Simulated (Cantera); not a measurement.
A freely propagating, adiabatic, planar premixed flame of CH₄ : CO : O₂ : N₂ = 1 : 0.032 : 3.05 : 11.5 (molar parts), equivalence ratio 0.66, unburnt at 623 K and 750 Torr; mixture-averaged transport, grid criteria slope 0.08 and curve 0.16, no radiation.

Cantera simulation using GRI-Mech 3.0 (53 species, 325 reactions); the numbers are that mechanism's predictions, not measurements. Burning velocities carry a grid error of a few per cent, more on coarse grids.

x: mole fraction of selected species; z is measured from the peak of heat release.

```tsv
z (mm)	T (K)	u (m/s)	x CH₄	x CO	x O₂	x H₂O	x NO₂	x C₂H₄
-1.28	623	0.880	0.0641	0.00206	0.196	7.71e-5	<1e-8	2.06e-8
-0.851	626	0.884	0.0639	0.00210	0.195	0.000581	<1e-8	2.67e-7
-0.638	635	0.898	0.0632	[?]	0.195	[?]	<1e-8	[?]
-0.426	685	0.971	0.0599	0.00344	0.191	0.00905	1.81e-8	1.20e-5
-0.213	965	1.38	0.0430	0.0114	0.167	0.0406	2.60e-8	0.000110
-0.106	1277	1.84	0.0240	0.0219	0.137	0.0721	1.17e-8	0.000204
0	1586	2.29	0.00587	0.0309	0.102	0.103	<1e-8	9.99e-5
0.106	1719	2.48	[?]	[?]	[?]	0.115	<1e-8	[?]
0.213	1770	2.54	2.14e-5	0.0194	0.0752	0.117	<1e-8	6.88e-8
0.426	1834	2.62	4.96e-8	0.0111	0.0707	0.118	<1e-8	<1e-8
0.851	1906	2.71	<1e-8	0.00588	0.0681	0.121	<1e-8	<1e-8
1.70	1964	2.78	<1e-8	0.00314	0.0669	0.124	<1e-8	<1e-8
3.40	1999	2.82	<1e-8	0.00143	0.0664	0.126	1.29e-8	<1e-8
```

**Question.** What belongs in the gaps?

**Answer.** 
- -0.638, x CO: 0.00228
- -0.638, x H₂O: 0.00207
- -0.638, x C₂H₄: 1.49e-6
- 0.106, x CH₄: 0.000456
- 0.106, x CO: 0.0269
- 0.106, x O₂: 0.0820
- 0.106, x C₂H₄: 4.35e-6
